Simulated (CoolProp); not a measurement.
c-C4F8 (RC318) at several states: density (kg/m³) from the reference equation and from simpler models built on Tc = 115.2 °C, pc = 2.778 MPa, ω = 0.355; each cubic takes its own stable root.

The numbers come from the reference Helmholtz-energy equation of state, Platzer 1990 in CoolProp. This equation is an older, rougher fit; its heat capacities, sound speeds and derivatives of the liquid may be far off and weren't checked against measurements.

| T (°C) | p (MPa) | phase | reference | van der Waals | Redlich-Kwong | Peng-Robinson |
|---|---|---|---|---|---|---|
| 113.15 | 5.54 | liquid | 1119 | 806.9 | 997.2 | 1114 |
| 63.35 | 0.0135 | gas | 0.9677 | 0.9672 | 0.9676 | 0.9680 |
| 164.25 | 1.11 | gas | 67.16 | 67.49 | 67.92 | 68.12 |
| -27.35 | 7.28 | liquid | 1712 | 1095 | 1571 | 1833 |
| 163.25 | 0.0473 | gas | 2.617 | 2.618 | 2.618 | 2.619 |
| 205.05 | 5.28 | supercritical | 378.0 | 450.7 | 415.1 | 380.0 |
